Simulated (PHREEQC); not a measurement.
FeCl3 is added in steps, without added water, to 1 kg of water holding 0.0014 mol/kgw MgCl2, 9.7e-06 mol/kgw CO2 and 0.0048 mol/kgw NaCl, at 80 °C. O2 is buffered at 0.21 atm. The system is closed to CO2. Solids allowed: Brucite, Fe(OH)3(a), Magnesite, Halite, Nahcolite, Natron. Others were left out.

Base run: PHREEQC, ion-association model, wateq4f.dat. Each further column changes one thing. The table gives HCO3- (mol/kgw).

| FeCl3 added (mol) | base | Davies equation for every ion | metal-ligand complexes left out | Debye-Hückel limiting law | all activity coefficients set to 1 |
|---|---|---|---|---|---|
| 0 | 1.94e-6 | 1.96e-6 | 1.96e-6 | 1.99e-6 | 1.75e-6 |
| 0.001125 | 3.48e-9 | 3.57e-9 | 3.46e-9 | 3.73e-9 | 2.63e-9 |
| 0.00225 | 2.06e-9 | 2.12e-9 | 2.01e-9 | 2.26e-9 | [?] |
| 0.003375 | 1.54e-9 | 1.60e-9 | 1.49e-9 | 1.73e-9 | 1.09e-9 |
| 0.0045 | 1.27e-9 | 1.33e-9 | 1.21e-9 | 1.46e-9 | 8.83e-10 |
| 0.005625 | 1.10e-9 | 1.16e-9 | 1.03e-9 | 1.30e-9 | 7.55e-10 |
| 0.00675 | 9.84e-10 | 1.05e-9 | 9.05e-10 | 1.19e-9 | 6.68e-10 |
| 0.00825 | 8.73e-10 | 9.36e-10 | 7.87e-10 | 1.08e-9 | [?] |
| 0.009375 | 8.10e-10 | 8.74e-10 | 7.19e-10 | 1.03e-9 | 5.44e-10 |
| 0.0105 | 7.60e-10 | 8.25e-10 | 6.65e-10 | 9.79e-10 | 5.10e-10 |
| 0.01162 | 7.18e-10 | 7.84e-10 | 6.19e-10 | 9.41e-10 | [?] |
| 0.01275 | 6.83e-10 | 7.49e-10 | 5.80e-10 | 9.09e-10 | 4.59e-10 |
| 0.01388 | 6.53e-10 | 7.19e-10 | 5.47e-10 | 8.82e-10 | 4.40e-10 |
| 0.015 | 6.26e-10 | 6.93e-10 | 5.18e-10 | 8.58e-10 | 4.24e-10 |

Q: Some entries are withheld; supply them.

A: 
- 0.00225, all activity coefficients set to 1: 1.50e-9
- 0.00825, all activity coefficients set to 1: 5.88e-10
- 0.01162, all activity coefficients set to 1: 4.82e-10

Away from 25 °C the constants follow the database's enthalpies or fits; those with neither stay at their 25 °C values.
